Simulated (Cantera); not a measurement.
Cantera run:

```python
import numpy as np
import cantera as ct

gas_names = """
    CL CL2 H HCL H2 Si SiCL SiCL2 SiCL3 SiCL4 SiH SiHCL3 SiH2 SiH2CL2 SiH3 SiH3CL SiH4 Si2 Si3
""".split()
cond_names = """
    Si(cr) Si(L)
""".split()


def load(file, names, dense=False):
    # The tables refer to 1 bar. Condensed volumes are neglected.
    table = {s.name: s for s in ct.Species.list_from_file(file)}
    out = []
    for n in names:
        d = dict(table[n].input_data)
        d["thermo"] = dict(d["thermo"], **{"reference-pressure": 1e5})
        if dense:
            d["equation-of-state"] = {"model": "constant-volume", "density": "1e6 g/cm^3"}
        out.append(ct.Species.from_dict(d))
    return out


gas = ct.Solution(thermo="ideal-gas", species=load("nasa_gas.yaml", gas_names))
cond = {s.name: ct.Solution(thermo="fixed-stoichiometry", species=[s], name=s.name)
        for s in load("nasa_condensed.yaml", cond_names, dense=True)}
atoms = {
    'SiH2Cl2': {'Si': 1, 'H': 2, 'CL': 2},
    'HCl': {'H': 1, 'CL': 1},
    'H2': {'H': 2},
}
top_T = {}  # K; cautious upper limits of use, not melting points


def equilibrate(T, P, feed):
    n = {}
    for name, mol in feed.items():
        for a, k in atoms[name].items():
            n[a] = n.get(a, 0.0) + k * mol
    gas.TPX = T, P, n
    mass = sum(n.values()) * gas.mean_molecular_weight
    gas.equilibrate("TP")
    valid = [c for c in cond.values() if c.min_temp <= T <= top_T.get(c.name, c.max_temp)]
    mix = ct.Mixture([(gas, mass / gas.mean_molecular_weight)] + [(c, 0.0) for c in valid])
    mix.T, mix.P = T, P
    mix.equilibrate("TP", solver="vcs", rtol=1e-11, max_steps=5000)
    return mix


results = []
feed = {'SiH2Cl2': 1, 'HCl': 0.86, 'H2': 3.7}  # mol
T = 1750  # K
P = 1333.22  # Pa
mix = equilibrate(T, P, feed)
results.append((T, P, feed, dict(zip(mix.species_names, mix.species_moles))))
x = sorted(zip(gas.X, gas.species_names), reverse=True)
print(f"T = {T:g} K  P = {P:g} Pa  gas = {mix.phase_moles(0):.4g} mol")
print("   x: " + "  ".join(f"{s} {v:.3e}" for v, s in x if v > 0.0001))
print("   condensed (mol): " + ("  ".join(f"{mix.phase(i).name} {mix.phase_moles(i):.4g}"
      for i in range(1, mix.n_phases) if mix.phase_moles(i) > 1e-12) or "none"))
```

It prints:

```
T = 1750 K  P = 1333.22 Pa  gas = 6.561 mol
   x: H2 6.979e-01  HCL 1.662e-01  SiCL2 1.315e-01  SiCL3 1.912e-03  H 1.683e-03  CL 3.091e-04  SiCL 3.037e-04  Si 1.126e-04
   condensed (mol): Si(L) 0.1211
```

These are equilibrium values from Cantera (NASA tables, ideal gas, pure condensed phases), not measurements of a reactor. The tables' values for SiCl3, SiCl are old estimates; treat these amounts as uncertain. Gases not in the tables: Si2H6 and higher silanes.
